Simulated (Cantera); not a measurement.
A closed system holds: 1 mol Si₂Cl₆, 0.32 mol NH₃, 2.6 mol H₂, held at 10.0 Torr.

These are equilibrium values from Cantera (NASA tables, ideal gas, pure condensed phases), not measurements of a reactor. Candidate condensed phases: NH₄Cl, Si, Si₃N₄; 28 gas species. The feed counts by its element totals alone. The tables' values for SiCl₃, SiCl, SiN are old estimates; treat these amounts as uncertain. Gases not in the tables: Si₂H₆ and higher silanes. Kinetics and transport are ignored.

x: gas mole fraction; nothing condenses.

| T (K) | x H₂ | x HCl | x SiCl₂ | x N₂ | x H | x SiCl₃ | x Cl |
|---|---|---|---|---|---|---|---|
| 1723 | 0.343 | 0.307 | 0.308 | 0.0258 | 0.000925 | 0.0134 | 0.000640 |
| 1773 | 0.340 | 0.309 | 0.310 | 0.0258 | 0.00144 | 0.0108 | 0.00100 |
| 1823 | 0.338 | 0.311 | 0.311 | 0.0257 | 0.00218 | 0.00878 | 0.00153 |
| 1873 | 0.336 | 0.312 | 0.312 | 0.0257 | [?] | 0.00720 | [?] |
| 1923 | 0.334 | 0.313 | 0.312 | 0.0256 | 0.00471 | 0.00594 | 0.00332 |
| 1973 | 0.331 | 0.313 | 0.311 | 0.0255 | [?] | 0.00494 | [?] |
| 2023 | 0.327 | 0.314 | 0.308 | 0.0254 | 0.00941 | 0.00414 | 0.00670 |
| 2073 | 0.322 | 0.314 | 0.304 | 0.0252 | 0.0129 | 0.00349 | 0.00931 |
| 2123 | 0.316 | 0.316 | 0.298 | 0.0250 | 0.0175 | 0.00296 | 0.0128 |

**Question.** Some entries are withheld; supply them.

**Answer.** 
- 1973, x H: 0.00672
- 1973, x Cl: 0.00475
- 1873, x H: 0.00324
- 1873, x Cl: 0.00228
